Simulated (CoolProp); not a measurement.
Vapour-liquid equilibrium of C3F8 (R218) (1) + c-C4F8 (RC318) (2) at 248.6 K; x and y are mole fractions of (1).

Computed with CoolProp (multi-fluid Helmholtz-energy mixture model, Lemmon 2006 and Platzer 1990; pair parameters Bell 2016). This equation is an older, rougher fit; its heat capacities, sound speeds and derivatives of the liquid may be far off and weren't checked against measurements.

```csv
x,"bubble pressure, mixture model (MPa)","bubble pressure, Raoult's law (MPa)","y, mixture model","y, Raoult's law"
0.05,0.04551,0.05015,0.087,0.170
0.2,0.05454,0.06919,0.377,0.494
0.35,0.06971,0.08824,0.627,0.677
0.5,0.09014,0.1073,0.795,0.796
0.65,0.1138,0.1263,0.896,0.879
0.8,0.1386,0.1454,0.955,0.940
0.95,0.1629,0.1644,0.991,0.987
```

The largest gap from Raoult's law is -21.2 % in bubble pressure, at x = 0.2. No azeotrope shows between x = 0.05 and 0.95.

The pair parameters rest on a limited set of measurements; away from them the model extrapolates.
